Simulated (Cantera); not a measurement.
Equilibrium for oxide etching and cleaning by halides: MgO + F2 + O2

Input: 1 mol MgO, a varied amount of F2, 0.58 mol O2, equilibrated at 1875 K and 0.0975 Torr.

Method: chemical equilibrium by Gibbs-energy minimisation in Cantera with the NASA 1993 tables (ideal gas, pure condensed phases). Candidate condensed phases: Mg, MgF2, MgO; 14 gas species. The numbers say what is thermodynamically allowed, not how fast it happens.

| n(F2) (mol) | x F | x O2 | x MgF2 | x O | x MgF | x FO | x F2 |
|---|---|---|---|---|---|---|---|
| 2.3 | 0.553 | 0.225 | 0.213 | 0.01000 | 1.75e-6 | 1.33e-6 | 3.63e-7 |
| 3.3 | 0.686 | 0.157 | 0.149 | 0.00835 | 9.91e-7 | 1.38e-6 | 5.59e-7 |
| 4.4 | 0.763 | 0.118 | 0.112 | 0.00723 | 6.70e-7 | 1.33e-6 | 6.92e-7 |
| 5.4 | 0.806 | 0.0957 | 0.0916 | 0.00653 | 5.18e-7 | 1.27e-6 | 7.73e-7 |
| 6.5 | 0.838 | 0.0794 | 0.0762 | 0.00594 | 4.14e-7 | 1.20e-6 | 8.36e-7 |
| 7.6 | 0.862 | 0.0677 | 0.0653 | 0.00549 | 3.45e-7 | 1.14e-6 | 8.83e-7 |
| 8.6 | 0.877 | 0.0598 | 0.0577 | 0.00516 | 3.00e-7 | 1.09e-6 | 9.16e-7 |
| 9.7 | 0.891 | 0.0529 | 0.0512 | 0.00485 | 2.62e-7 | 1.04e-6 | 9.44e-7 |
| 11 | 0.904 | 0.0465 | 0.0452 | 0.00455 | 2.28e-7 | 9.91e-7 | 9.71e-7 |
| 12 | 0.912 | 0.0426 | 0.0414 | 0.00435 | 2.07e-7 | 9.56e-7 | 9.89e-7 |
| 13 | 0.918 | 0.0392 | 0.0383 | 0.00418 | 1.90e-7 | 9.24e-7 | 1.00e-6 |
| 14 | 0.924 | 0.0364 | 0.0355 | 0.00402 | 1.75e-7 | 8.95e-7 | 1.02e-6 |
x: gas mole fraction; nothing condenses.

From 2.3 mol F2 to 14 mol F2 nothing is condensed. The main Mg-bearing gas is MgF2 throughout.
